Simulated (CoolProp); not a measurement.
The numbers come from the reference Helmholtz-energy equation of state, Lemmon 2016 in CoolProp.

Give the vapour pressure (kPa), liquid density (kg/m³), vapour density (kg/m³), enthalpy of vaporisation (kJ/kg) of saturated R115 at -54.55, -36.15 °C.


| T (°C) | p (kPa) | liquid density (kg/m³) | vapour density (kg/m³) | enthalpy of vaporisation (kJ/kg) |
|---|---|---|---|---|
| -54.55 | 48.3 | 1600 | 4.21 | 131 |
| -36.15 | 116 | 1540 | 9.54 | 124 |
